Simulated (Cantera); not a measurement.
## Reactions in the system Cl-F-Si

Cantera with NASA thermochemical tables; ideal gases at 1 bar, condensed phases pure. Values are per mole of reaction as written; species without (g) are pure solids or liquids, kept so even where they would boil at 1 bar. The tables' values for SiF2 are old estimates.

SiCl2(g) + 4 F(g) = SiF4(g) + Cl2(g)

```
T (K)  ΔH° (kJ)  ΔS° (J/K)  ΔG° (kJ)  log10 K
-----  --------  ---------  --------  -------
300     -1764.0     -410.7   -1640.8   285.68
1473    -1773.7     -431.0   -1138.8    40.38
1573    -1773.6     -430.9   -1095.7    36.39
1673    -1773.4     -430.8   -1052.7    32.87
1773    -1773.2     -430.7   -1009.6    29.74
1873    -1772.9     -430.6    -966.5    26.95
1973    -1772.6     -430.4    -923.5    24.45
2073    -1772.2     -430.2    -880.4    22.18
2173    -1771.8     -430.0    -837.4    20.13
2273    -1771.4     -429.8    -794.4    18.26
2373    -1770.9     -429.6    -751.5    16.54
```

2 F(g) + Si(g) = SiF2(g)

| T (K) | ΔH° (kJ) | ΔS° (J/K) | ΔG° (kJ) | log10 K |
|---|---|---|---|---|
| 300 | -1196.7 | -229.0 | -1128.0 | 196.39 |
| 1473 | -1208.5 | -248.4 | -842.6 | 29.88 |
| 1573 | -1209.2 | -248.8 | -817.8 | 27.16 |
| 1673 | -1209.8 | -249.2 | -792.9 | 24.75 |
| 1773 | -1210.4 | -249.5 | -767.9 | 22.62 |
| 1873 | -1211.0 | -249.9 | -743.0 | 20.72 |
| 1973 | -1211.6 | -250.2 | -718.0 | 19.01 |
| 2073 | -1212.2 | -250.5 | -692.9 | 17.46 |
| 2173 | -1212.8 | -250.8 | -667.9 | 16.05 |
| 2273 | -1213.4 | -251.0 | -642.8 | 14.77 |
| 2373 | -1214.0 | -251.3 | -617.6 | 13.60 |

4 Cl(g) + Si(g) = SiCl4(g)

```json
[
 {"T (K)": "300", "ΔH° (kJ)": "-1598.0", "ΔS° (J/K)": "-497.9", "ΔG° (kJ)": "-1448.6", "log10 K": "252.22"},
 {"T (K)": "1473", "ΔH° (kJ)": "-1605.8", "ΔS° (J/K)": "-512.1", "ΔG° (kJ)": "-851.5", "log10 K": "30.20"},
 {"T (K)": "1573", "ΔH° (kJ)": "-1605.9", "ΔS° (J/K)": "-512.1", "ΔG° (kJ)": "-800.3", "log10 K": "26.58"},
 {"T (K)": "1673", "ΔH° (kJ)": "-1605.9", "ΔS° (J/K)": "-512.1", "ΔG° (kJ)": "-749.1", "log10 K": "23.39"},
 {"T (K)": "1773", "ΔH° (kJ)": "-1606.0", "ΔS° (J/K)": "-512.2", "ΔG° (kJ)": "-697.9", "log10 K": "20.56"},
 {"T (K)": "1873", "ΔH° (kJ)": "-1606.0", "ΔS° (J/K)": "-512.2", "ΔG° (kJ)": "-646.7", "log10 K": "18.03"},
 {"T (K)": "1973", "ΔH° (kJ)": "-1605.9", "ΔS° (J/K)": "-512.1", "ΔG° (kJ)": "-595.5", "log10 K": "15.76"},
 {"T (K)": "2073", "ΔH° (kJ)": "-1605.9", "ΔS° (J/K)": "-512.1", "ΔG° (kJ)": "-544.3", "log10 K": "13.71"},
 {"T (K)": "2173", "ΔH° (kJ)": "-1605.8", "ΔS° (J/K)": "-512.1", "ΔG° (kJ)": "-493.0", "log10 K": "11.85"},
 {"T (K)": "2273", "ΔH° (kJ)": "-1605.8", "ΔS° (J/K)": "-512.1", "ΔG° (kJ)": "-441.8", "log10 K": "10.15"},
 {"T (K)": "2373", "ΔH° (kJ)": "-1605.7", "ΔS° (J/K)": "-512.0", "ΔG° (kJ)": "-390.6", "log10 K": "8.60"}
]
```

2 SiF2(g) + 2 Cl2(g) = SiF4(g) + SiCl4(g)

```csv
T (K),ΔH° (kJ),ΔS° (J/K),ΔG° (kJ),log10 K
300,-1102.0,-345.5,-998.3,173.82
1473,-1079.4,-317.9,-611.2,21.67
1573,-1077.2,-316.4,-579.5,19.24
1673,-1074.9,-315.0,-547.9,17.11
1773,-1072.7,-313.7,-516.5,15.22
1873,-1070.4,-312.4,-485.2,13.53
1973,-1068.2,-311.3,-454.0,12.02
2073,-1066.0,-310.2,-423.0,10.66
2173,-1063.9,-309.2,-392.0,9.42
2273,-1061.8,-308.3,-361.1,8.30
2373,-1059.7,-307.4,-330.3,7.27
```
